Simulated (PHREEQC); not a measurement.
Solution (25 °C): 0.0051 mol HF, 0.011 mol KF and 0.00017 mol H3PO4 per kg of water. Closed to the air; pH follows from the charge balance.

All values are PHREEQC results (ion-association model, phreeqc.dat), not measurements.

```
Quantity                      Result
--------------------  --------------
pH                              3.49
ionic strength        0.0114 mol/kgw
specific conductance      1430 µS/cm
total alkalinity        -5.27 meq/kg
```

```csv
species,molality,activity,log γ
K+,0.0110,0.00984,-0.048
F-,0.0110,0.00983,-0.048
HF,0.00471,0.00472,0.001
H+,0.000352,0.000320,-0.041
HF2-,0.000199,0.000178,-0.047
H2PO4-,0.000163,0.000147,-0.046
H3PO4,6.91e-6,6.92e-6,0.001
```

No solid was allowed to form. Species that the database lacks are ignored.
